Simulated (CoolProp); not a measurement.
Propylene at several states: Z from the reference equation and from simpler models built on Tc = 91.1 °C, pc = 4.555 MPa, ω = 0.146; each cubic takes its own stable root.

Model: reference Helmholtz-energy equation of state, Lemmon 2013, in CoolProp.

```csv
T (°C),p (MPa),phase,reference
289.55,1.36,gas,0.9772
-139.15,0.319,liquid,0.01684
-23.45,15.7,liquid,0.5310
-60.55,14.1,liquid,0.5257
228.75,3.69,gas,0.9049
```

How far does each simpler model (van der Waals, Redlich-Kwong, Soave-Redlich-Kwong, Peng-Robinson) lie from the reference over these 5 states: mean and median of the absolute difference, and the worst?


- van der Waals: mean 33.7 %, median 50.6 %, worst +61.3 % at -139.15 °C and 0.319 MPa
- Redlich-Kwong: mean 4.5 %, median 6.5 %, worst +8.2 % at -139.15 °C and 0.319 MPa
- Soave-Redlich-Kwong: mean 4.1 %, median 5.3 %, worst +8.3 % at -139.15 °C and 0.319 MPa
- Peng-Robinson: mean 3.4 %, median 3.4 %, worst -6.4 % at -23.45 °C and 15.7 MPa
